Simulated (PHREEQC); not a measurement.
A solution holds 0.15 mol/kgw NaHSO4 and 0.0031 mol/kgw NaOH, at 25 °C. Closed to the air; pH follows from the charge balance.

Equilibrium calculation in PHREEQC: ion-association model, phreeqc.dat.

Q: The ionic strength comes out as 0.255 mol/kgw. What activity coefficients do NaSO4-, H+, HSO4-, SO4-2, Na+ get?

A: NaSO4- 0.73, H+ 0.79, HSO4- 0.74, SO4-2 0.27, Na+ 0.74.

Precipitation was switched off in this run.
